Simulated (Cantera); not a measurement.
Cantera run, input and output.

```python
import numpy as np
import cantera as ct

gas = ct.Solution("gri30.yaml")
gas.TPX = 1525, 500000, {'CH4': 1, 'H2O': 0.36}
inlet = ct.Reservoir(gas, clone=True)

reactor = ct.IdealGasConstPressureReactor(gas, energy="off", clone=False)
exhaust = ct.Reservoir(gas, clone=True)
tau = [0.96, 0.55, 0.32, 0.19, 0.11, 0.062, 0.036, 0.021, 0.012, 0.007][0]
for a, b in ((inlet, reactor), (reactor, exhaust)):
    ct.MassFlowController(a, b, mdot=lambda t: reactor.mass / tau)
net = ct.ReactorNet([reactor])
show = ['CH4', 'H2O', 'HO2', 'H2', 'CH3', 'OH', 'CO2']

rows = []
print(f"{'tau/s':>10s}{'T/K':>9s}" + "".join(f"{s:>11s}" for s in show))
for tau in [0.96, 0.55, 0.32, 0.19, 0.11, 0.062, 0.036, 0.021, 0.012, 0.007]:
    net.initial_time = 0.0
    net.advance(30 * tau)
    before = gas.X
    net.advance(40 * tau)
    drift = np.max(np.abs(gas.X - before) / (gas.X + 1e-9))
    rows.append([gas.T, *gas[show].X, drift])
    print(f"{tau:10.3e}{gas.T:9.1f}" + "".join(f"{x:11.3e}" for x in gas[show].X))
```

Result:

```
     tau/s      T/K        CH4        H2O        HO2         H2        CH3         OH        CO2
 9.600e-01   1525.0  2.803e-01  1.658e-01  2.593e-16  4.066e-01  8.930e-05  8.068e-08  3.269e-03
 5.500e-01   1525.0  2.937e-01  1.805e-01  2.848e-16  3.853e-01  9.218e-05  8.653e-08  2.169e-03
 3.200e-01   1525.0  3.159e-01  1.926e-01  2.903e-16  3.598e-01  9.623e-05  8.962e-08  1.280e-03
 1.900e-01   1525.0  3.499e-01  2.030e-01  2.827e-16  3.272e-01  1.024e-04  9.082e-08  6.766e-04
 1.100e-01   1525.0  4.008e-01  2.137e-01  2.751e-16  2.822e-01  1.128e-04  9.189e-08  3.014e-04
 6.200e-02   1525.0  4.661e-01  2.249e-01  2.821e-16  2.261e-01  1.285e-04  9.472e-08  1.126e-04
 3.600e-02   1525.0  5.299e-01  2.351e-01  3.060e-16  1.716e-01  1.469e-04  9.946e-08  3.991e-05
 2.100e-02   1525.0  5.874e-01  2.441e-01  3.408e-16  1.223e-01  1.664e-04  1.054e-07  1.315e-05
 1.200e-02   1525.0  6.365e-01  2.516e-01  3.785e-16  8.010e-02  1.853e-04  1.116e-07  3.869e-06
 7.000e-03   1525.0  6.724e-01  2.570e-01  4.032e-16  4.947e-02  1.995e-04  1.160e-07  1.126e-06
```

Model: GRI-Mech 3.0 (53 species, 325 reactions), integrated in Cantera. GRI-Mech 3.0 stops at C3 and has no aromatics, soot or wall deposition, so with more carbon than oxygen in the feed, carbon stays in small species such as C2H2 where larger ones or solid carbon would form.
